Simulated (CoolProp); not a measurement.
Computed with CoolProp (reference Helmholtz-energy equation of state, Lemmon and Jacobsen 2000).

### Question
For R143a, give the phase and the Z, cp (kJ/(kg K)), expansivity (1/kK), viscosity (µPa s) at 209.2 K and 0.523 MPa.

### Answer
- 209.2 K and 0.523 MPa: liquid; Z 0.0208, cp 1.28, expansivity 2.15, viscosity 258

Viscosity comes from a separate model (Klein 1997), an estimate that may be off by 10 % or more.
